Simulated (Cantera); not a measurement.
An isothermal, constant-pressure homogeneous reactor starts with H₂ : O₂ : N₂ = 0.46 : 1 : 0.4 (molar parts), equivalence ratio 0.23, at 1450 K and 6.83 Torr.

Model: the H2/O2 subset of GRI-Mech 3.0, which has no nitrogen chemistry, integrated in Cantera. Radical loss at walls, strong at low pressure, is not modelled. The temperature is held fixed by assumption; the heat of reaction is taken as removed at once.

One state of this run: x H₂ = 0.0155; x O₂ = 0.413; x O = 0.0673; x H = 0.0613; x HO₂ = 2.75e-6; x OH = 0.0191. x: mole fraction; the columns are a selection and need not sum to one.

Which value of t (s) does it belong to?
(A) 0.0714
(B) 1.21
(C) 0.00102
(D) 0.0173

D, 0.0173
